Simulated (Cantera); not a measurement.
**Boron, boron nitride and boron oxide: BCl3 + H2O + N2 + O2**

Feed: 1 mol BCl3, 2.2 mol H2O, 13 mol N2, 0.66 mol O2.

Equilibrium computed with Cantera from the NASA thermochemical tables; the gas is ideal and each condensed phase is pure. Candidate condensed phases: B, BN, B2O3, B3O3H3, H2O, NH4Cl; 49 gas species. The tables' values for BCl2 are old estimates. Gases not in the tables: H3BO3. The numbers say what is thermodynamically allowed, not how fast it happens.

Stable condensed phases:

```
T in °C \ P in Pa
             10     32    100    320   1000   3200  10000  32000 100000
   1875       A      A      A      A      A      A      A      A      A
   1775       A      A      A      A      A      A      A      A      A
   1675       A      A      A      A      A      A      A      A      A
   1575       A      A      A      A      A      A      A      A      A
   1475       A      A      A      A      A      A      A      A      B
   1375       A      A      A      A      A      A      B      B      B
   1275       A      A      A      A      A      B      B      B      B
   1175       A      A      A      B      B      B      B      B      B
   1075       A      B      B      B      B      B      B      B      B
    975       B      B      B      B      B      B      B      B      B
```

A: gas only; B: B2O3.
